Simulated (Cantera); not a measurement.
Input: 1 mol borazine, 0.22 mol H2O, 0.0032 mol N2, at 0.630 bar.

Equilibrium computed with Cantera from the NASA thermochemical tables; the gas is ideal and each condensed phase is pure. Candidate condensed phases: B, BN, B2O3, B3O3H3, H2O; 39 gas species. The feed counts by its element totals alone. Mutual solubility and eutectic melting of coexisting phases are not modelled. Gases not in the tables: H3BO3. The numbers say what is thermodynamically allowed, not how fast it happens.

Question: At 1573 K, list the 6 most abundant gas species with their mole fractions, and the condensed phases.

Answer: H2 0.972, N2 0.0224, HBO2 0.00238, H2O 0.00177, HBO 0.00110, B2O3 0.000143. Condensed: BN(s) + B2O3(l).
